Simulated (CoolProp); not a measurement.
A simple Rankine cycle with dimethyl carbonate: condensing at 321.15 K, boiler at 0.281 MPa, turbine inlet 549 K, turbine efficiency 0.6, pump efficiency 0.6, no recuperator. Each further row changes one setting.

Computed with CoolProp (reference Helmholtz-energy equation of state, Zhou 2011).

| case | thermal efficiency (%) | net work (kJ/kg) | heat in (kJ/kg) | turbine exit temperature (K) | volume ratio over the turbine |
|---|---|---|---|---|---|
| as stated | 9.6 | 72.0 | 747 | 505.3 | 12.3 |
| turbine inlet 569 K | 9.6 | 74.8 | 783 | 524.7 | 12.3 |
| condensing temperature 313.15 K | 10.7 | 81.2 | 762 | 499.8 | 17.4 |
| boiler pressure 0.197 MPa | 8.4 | 62.9 | 748 | 511.4 | 8.70 |
| turbine efficiency 0.5 | 8.0 | 59.9 | 747 | 512.4 | 12.5 |
